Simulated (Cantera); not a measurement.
Charge: 1 mol Cr, 0.1 mol H₂O, 22 mol H₂, at 0.100 bar.

These are equilibrium values from Cantera (NASA tables, ideal gas, pure condensed phases), not measurements of a reactor. Candidate condensed phases: Cr, Cr₂O₃, H₂O; 13 gas species. Kinetics and transport are ignored.

Problem. At 1798 K, list the 4 most abundant gas species with their mole fractions, and the condensed phases.

Solution. H₂ 0.993, H₂O 0.00452, H 0.00111, Cr 0.000902. Condensed: Cr(s).
